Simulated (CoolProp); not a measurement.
Properties of nitrogen at several states (Tc = -147.0 °C, pc = 3396 kPa, ω = 0.037).

Model: reference Helmholtz-energy equation of state, Span 2000, in CoolProp.

```
T (°C)  p (kPa)          phase  cv (kJ/(kg K))  speed of sound (m/s)  Joule-Thomson coefficient (K/MPa)  fugacity coefficient
------  -------  -------------  --------------  --------------------  ---------------------------------  --------------------
-43.15     53.2            gas          0.7426                 309.1                              3.626                0.9994
527.85    10800  supercritical          0.8299                 596.2                            -0.4678                 1.044
145.35      179            gas          0.7491                 416.9                             0.8668                 1.001
25.45      23.4            gas          0.7430                 352.2                              2.147                1.0000
```
